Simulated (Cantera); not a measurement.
A Cantera script and what it prints.

```python
import numpy as np
import cantera as ct

gas_names = """
    H HNO HNO2 HNO3 HO2 H2 H2O H2O2 N NH NH2 NH3 NH2OH NO NO2 NO3 N2 N2H2 N2H4 N2O O OH O2 O3 Si SiH
    SiH2 SiH3 SiH4 SiN SiO SiO2 Si2 Si2N Si3
""".split()
cond_names = """
    H2O(s) H2O(L) Si(cr) Si(L) SiO2(Lqz) SiO2(hqz) SiO2(L) Si2N2O(s) Si3N4(a)
""".split()


# ... load() reads the species with a 1 bar reference pressure and builds the phases ...
atoms = {
    'Si3N4': {'Si': 3, 'N': 4},
    'H2O': {'H': 2, 'O': 1},
    'H2': {'H': 2},
    'O2': {'O': 2},
}
top_T = {'Si2N2O(s)': 2100, 'Si3N4(a)': 2400}  # K; cautious upper limits of use, not melting points


# ... equilibrate(T, P, feed) seeds the gas with the atoms and calls Mixture.equilibrate('TP', solver="vcs", rtol=1e-11, max_steps=5000) ...
results = []
feed = {'Si3N4': 1, 'H2O': 8.4, 'H2': 8.1, 'O2': 1.8}  # mol
T = 1750  # K
P = 1200  # Pa
mix = equilibrate(T, P, feed)
results.append((T, P, feed, dict(zip(mix.species_names, mix.species_moles))))
print(gas.report(threshold=1e-06))
for i in range(1, mix.n_phases):
    print(f"{mix.phase(i).name:16s} {mix.phase_moles(i):12.5e} mol")
```

Output:

```
       temperature   1750 K
          pressure   1200 Pa
           density   0.0008258 kg/m^3
  mean mol. weight   10.013 kg/kmol
   phase of matter   gas

                          1 kg             1 kmol
                     ---------------   ---------------
          enthalpy       -2.8061e+06       -2.8097e+07  J
   internal energy       -4.2592e+06       -4.2648e+07  J
           entropy             25905        2.5939e+05  J/K
    Gibbs function        -4.814e+07       -4.8203e+08  J
 heat capacity c_p            3878.7             38837  J/K
 heat capacity c_v            3048.3             30523  J/K

                      mass frac. Y      mole frac. X     chem. pot. / RT
                     ---------------   ---------------   ---------------
                 H        0.00016082         0.0015975           -12.028
                H2           0.11399           0.56614           -24.055
               H2O           0.58307           0.32408            -49.07
                N2           0.30217           0.10801           -33.147
                OH        9.1062e-05        5.3614e-05           -37.042
               SiO        0.00051468         0.0001169           -49.562
     [  +29 minor]        2.7556e-06         8.464e-07

Si(L)             0.00000e+00 mol
SiO2(L)           2.99783e+00 mol
Si2N2O(s)         0.00000e+00 mol
Si3N4(a)          0.00000e+00 mol
```

Method: chemical equilibrium by Gibbs-energy minimisation in Cantera with the NASA 1993 tables (ideal gas, pure condensed phases). The tables hold silica as quartz up to 1696 K and as liquid above; real silica turns to tridymite and cristobalite and melts near 1996 K.
